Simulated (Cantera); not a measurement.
# PbO + H₂ + N₂ (iron carbonyl, mercury and lead vapours)

Feed: 1 mol PbO, 0.24 mol H₂, 1.5 mol N₂, equilibrated at 0.770 bar.

Method: chemical equilibrium by Gibbs-energy minimisation in Cantera with the NASA 1993 tables (ideal gas, pure condensed phases). Candidate condensed phases: H₂O, Pb, PbO, PbO₂, Pb₃O₄; 27 gas species. Each liquid is taken as pure. Mutual solubility and eutectic melting of coexisting phases are not modelled. Gases not in the tables: (PbO)n polymers. Equilibrium is a limit: real reactors are often held back by kinetics, nucleation or transport.

```csv
T (°C),x N₂,x H₂O,x Pb,x PbO,x H₂,n Pb(l),n PbO(yellow),n PbO(l)
600,0.862,0.138,8.26e-7,3.06e-9,1.23e-5,0.240,0.760,0
700,0.862,0.138,1.14e-5,1.57e-7,1.84e-5,0.240,0.760,0
800,0.862,0.138,9.49e-5,3.78e-6,2.61e-5,0.240,0.760,0
900,0.862,0.138,0.000548,5.01e-5,3.66e-5,0.239,0,0.760
1000,0.860,0.137,0.00238,0.000363,5.91e-5,0.236,0,0.759
1100,0.853,0.136,0.00833,0.00193,8.99e-5,0.225,0,0.757
1200,0.834,0.133,0.0245,0.00807,0.000129,0.196,0,0.746
1300,0.784,0.125,0.0624,0.0277,0.000171,0.120,0,0.707
```
x: gas mole fraction; n: condensed amount in mol.

From 600 °C to 800 °C the condensed part is Pb(l) + PbO(yellow). From 900 °C to 1300 °C the condensed part is Pb(l) + PbO(l).
